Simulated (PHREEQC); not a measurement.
**Buffer: an equilibrium model**

A solution holds 0.0044 mol NaHCO3, 0.093 mol Na2CO3, 0.99 mol NaCl and 0.039 mol KCl per kg of water, at 25 °C. Closed to the air; pH follows from the charge balance.

Equilibrium calculation in PHREEQC: ion-association model, wateq4f.dat.

No solid was allowed to form.

Problem. Predict the pH, activity of water.

Solution. pH 10.43; activity of water 0.961.

Problem. In which forms is C present?

Solution. NaCO3- 76 %, CO3-2 19 %, HCO3- 4.1 %, NaHCO3 0.9 % of the C.

Caution: at this ionic strength the ion-association model is outside its range; a Pitzer model would be the better tool where its parameters exist.
